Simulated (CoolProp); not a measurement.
A closed Brayton cycle with carbon dioxide: compressor inlet 314.15 K and 7.7 MPa, high pressure 26.7 MPa, turbine inlet 825 K, compressor efficiency 0.89, turbine efficiency 0.93, recuperator effectiveness 0.8 (on enthalpy, no pinch check). Each further row changes one setting.

Model: reference Helmholtz-energy equation of state, Span 1996, in CoolProp.

```json
[
 {"case": "as stated", "thermal efficiency (%)": "33.7", "net work (kJ/kg)": "107", "compressor to turbine work": "0.35", "compressor exit (K)": "410.4", "turbine exit (K)": "673.6"},
 {"case": "turbine inlet 775 K", "thermal efficiency (%)": "?", "net work (kJ/kg)": "95.8", "compressor to turbine work": "?", "compressor exit (K)": "410.4", "turbine exit (K)": "629.2"},
 {"case": "compressor inlet 324.15 K", "thermal efficiency (%)": "32.5", "net work (kJ/kg)": "?", "compressor to turbine work": "?", "compressor exit (K)": "430.8", "turbine exit (K)": "673.6"},
 {"case": "high pressure 22.7 MPa", "thermal efficiency (%)": "32.4", "net work (kJ/kg)": "97.3", "compressor to turbine work": "0.33", "compressor exit (K)": "?", "turbine exit (K)": "?"},
 {"case": "recuperator effectiveness 0.5", "thermal efficiency (%)": "?", "net work (kJ/kg)": "107", "compressor to turbine work": "0.35", "compressor exit (K)": "410.4", "turbine exit (K)": "673.6"}
]
```

### Question
Fill in the missing entries.

### Answer

- turbine inlet 775 K, thermal efficiency (%): 32.3
- turbine inlet 775 K, compressor to turbine work: 0.37
- compressor inlet 324.15 K, net work (kJ/kg): 98.0
- compressor inlet 324.15 K, compressor to turbine work: 0.40
- high pressure 22.7 MPa, compressor exit (K): 397.5
- high pressure 22.7 MPa, turbine exit (K): 692.7
- recuperator effectiveness 0.5, thermal efficiency (%): 26.3
